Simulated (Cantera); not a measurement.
A freely propagating, adiabatic, planar premixed flame of H2 : O2 : N2 = 1 : 0.877 : 3.3 (molar parts), equivalence ratio 0.57, unburnt at 475 K and 0.513 atm; mixture-averaged transport, grid criteria slope 0.08 and curve 0.16, no radiation.

Model: the H2/O2 subset of GRI-Mech 3.0, which has no nitrogen chemistry, integrated in Cantera. Burning velocities carry a grid error of a few per cent, more on coarse grids. Lean hydrogen flames are cellular in practice and burn faster than this planar one.

**Question.** Predict: laminar burning velocity; thermal thickness; peak x(O); peak x(H); peak x(H2O2); peak x(OH).

**Answer.** 
```json
{
  "laminar_burning_velocity": "238 cm/s",
  "thermal_thickness": "0.900 mm",
  "peak x(O)": "0.0103",
  "peak x(H)": "0.0189",
  "peak x(H2O2)": "2.69e-5",
  "peak x(OH)": "0.00926"
}
```
